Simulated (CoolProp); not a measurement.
Vapour pressure (bar) of n-perfluorobutane: the reference equation beside estimates from Tc = 386.3 K, pc = 23.22 bar, ω = 0.372. Clausius-Clapeyron is anchored at 213.1 K with a constant enthalpy of vaporisation of 27.53 kJ/mol.

The numbers come from the reference Helmholtz-energy equation of state, Gao 2022 in CoolProp.

```csv
T (K),reference,Lee-Kesler,Clausius-Clapeyron,Redlich-Kwong,Peng-Robinson
208.1,0.02969,0.03021,0.02981,0.1391,0.03290
213.1,0.04330,0.04379,0.04330,0.1856,0.04717
218.2,0.06223,0.06264,0.06226,0.2447,0.06677
223.3,0.08759,0.08788,0.08806,0.3177,0.09276
228.4,0.1210,0.1211,0.1226,0.4066,0.1267
233.5,0.1641,0.1641,0.1683,0.5134,0.1702
238.6,0.2191,0.2188,0.2279,0.6403,0.2254
243.6,0.2867,0.2862,0.3030,0.7865,0.2928
```

Absolute difference from the reference over all 8 rows, mean and median: Lee-Kesler 0.5 and 0.3 %, Clausius-Clapeyron 1.8 and 0.9 %, Redlich-Kwong 258.6 and 249.4 %, Peng-Robinson 5.8 and 5.3 %.
